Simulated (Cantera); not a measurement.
Charge: 1 mol S, 0.12 mol O₂, 6.7 mol N₂, held at 9.00 Torr.

Cantera equilibrium calculation (NASA polynomials, part measured and part estimated; ideal gas, pure solids and liquids). Candidate condensed phases: S; 17 gas species. Rates play no part. All values below are at 1575 K.

Base state: N₂ 0.922, S₂ 0.0597, SO₂ 0.0151, SO 0.00251, S₂O 0.000242, S 0.000208 (mole fractions); condensed: gas only.

Problem. What changes in the equilibrium state with this change: N₂ from 6.7 to 0.68 mol?

Solution. 
```
species    before     after
-------  --------  --------
N₂          0.922     0.547
S₂         0.0597     0.350
SO₂        0.0151    0.0907
S₂O      0.000242   0.00223
SO        0.00251   0.00955
S        0.000208  0.000503
```
